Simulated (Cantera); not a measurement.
## Thermodynamics of hydrogen reduction and annealing atmospheres, feed Nb₂O₅ + H₂ + H₂O

Feed: 1 mol Nb₂O₅, 6.3 mol H₂, 5.4 mol H₂O, held at 1623 K and 0.100 bar.

Method: chemical equilibrium by Gibbs-energy minimisation in Cantera with the NASA 1993 tables (ideal gas, pure condensed phases). Candidate condensed phases: H₂O, Nb, NbO, NbO₂, Nb₂O₅; 12 gas species. Condensed phases not in the tables: the oxides between NbO₂ and Nb₂O₅. Kinetics and transport are ignored.

| Quantity | Value |
|---|---|
| x(H₂) | 0.538 |
| x(H₂O) | 0.461 |
| x(H) | 0.000160 |
| x(OH) | 5.76e-6 |
| n(Nb₂O₅(s)) | 1.00 mol |
| gas amount | 11.70 mol |
| log10 activity of NbO₂(s) (absent) | -0.38 |
| log10 activity of Nb(s) (absent) | -6.59 |
